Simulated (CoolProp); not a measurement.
1-butene along the isotherm 348.5 K: density (kg/m³) from the reference equation and from simpler models built on Tc = 419.3 K, pc = 4.006 MPa, ω = 0.192; each cubic takes its own stable root.

The numbers come from the reference Helmholtz-energy equation of state, Lemmon 2005 in CoolProp. It is a short technical equation, of lower accuracy than the large ones.

| p (MPa) | phase | reference |
|---|---|---|
| 0.127 | gas | 2.510 |
| 0.26 | gas | 5.259 |
| 0.534 | gas | 11.38 |
| 2.25 | liquid | 521.9 |
| 4.63 | liquid | 530.3 |
| 9.5 | liquid | 544.3 |
| 19.5 | liquid | 565.8 |
| 40.1 | liquid | 596.2 |

Q: How far does each simpler model (Redlich-Kwong, Soave-Redlich-Kwong) lie from the reference over these 8 states: mean and median of the absolute difference, and the worst?

A: 
- Redlich-Kwong: mean 5.9 %, median 6.0 %, worst -13.1 % at 348.5 K and 2.25 MPa
- Soave-Redlich-Kwong: mean 4.6 %, median 4.9 %, worst -9.9 % at 348.5 K and 2.25 MPa
